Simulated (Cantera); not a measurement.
An isothermal, constant-pressure homogeneous reactor starts with CH4 : N2 = 1 : 46 (molar parts), at 1775 K and 0.00320 bar. Integrator tolerance rtol = 1e-08.

Computed with Cantera and GRI-Mech 3.0 (53 species, 325 reactions). GRI-Mech 3.0 stops at C3 and has no aromatics, soot or wall deposition, so with more carbon than oxygen in the feed, carbon stays in small species such as C2H2 where larger ones or solid carbon would form. Radical loss at walls, strong at low pressure, is not modelled.

Question: What does this change do: temperature 1775 to 1198 K?

Answer: 
```csv
quantity,before,after
x(CH4) at 90.0 s,7.26e-8 (gas-phase equilibrium 3.83e-8),0.0213 (gas-phase equilibrium 4.19e-5)
x(C2H6) at 90.0 s,<1e-12 (gas-phase equilibrium <1e-12),2.05e-7 (gas-phase equilibrium 4.29e-11)
x(C2H4) at 90.0 s,2.93e-8 (gas-phase equilibrium 2.76e-9),2.96e-7 (gas-phase equilibrium 2.76e-6)
x(HCN) at 90.0 s,7.72e-5 (gas-phase equilibrium 0.0188),<1e-12 (gas-phase equilibrium 0.0163)
x(CH2) at 90.0 s,8.49e-10 (gas-phase equilibrium 7.36e-10),2.00e-12 (gas-phase equilibrium <1e-12)
x(H2) at 90.0 s,0.0309 (gas-phase equilibrium 0.0308),1.46e-6 (gas-phase equilibrium 0.0312)
x(C2H) at 90.0 s,1.87e-6 (gas-phase equilibrium 2.34e-7),<1e-12 (gas-phase equilibrium 7.61e-12)
```
